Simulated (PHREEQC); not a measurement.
# Alkaline etch or developer (model solution)

Solution (50 °C): 1 mol NaOH per kg of water. Closed to the air; pH follows from the charge balance.

All values are PHREEQC results (ion-association model, phreeqc.dat), not measurements.

No solid was allowed to form.

Estimate the pH, activity of water, density.

pH 13.03; activity of water 0.966; density 1.029 g/cm³.

The ionic strength is past about 0.7 mol/kgw, beyond the range of this activity model, so the values are rough. Species that the database lacks are ignored. At this temperature some constants are extrapolated from 25 °C, and those without enthalpy data are left unchanged.
